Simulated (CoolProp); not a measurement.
A simple Rankine cycle with n-heptane: condensing at 292.15 K, boiler at 2.42 MPa, turbine inlet 536.5 K, turbine efficiency 0.6, pump efficiency 0.6, no recuperator. Each further row changes one setting.

Model: reference Helmholtz-energy equation of state, Span 2003, in CoolProp. It is a short technical equation, of lower accuracy than the large ones.

| case | thermal efficiency (%) | net work (kJ/kg) | heat in (kJ/kg) | turbine exit temperature (K) | volume ratio over the turbine |
|---|---|---|---|---|---|
| as stated | 15.8 | 126 | 800 | 446.9 | 896 |
| turbine inlet 556.5 K | 15.6 | 137 | 875 | 474.5 | 732 |
| condensing temperature 284.15 K | 16.5 | 135 | 817 | 443.0 | 1370 |
| boiler pressure 1.69 MPa | 15.3 | 129 | 844 | 464.8 | 453 |
| turbine efficiency 0.5 | 13.0 | 104 | 800 | 456.3 | 915 |
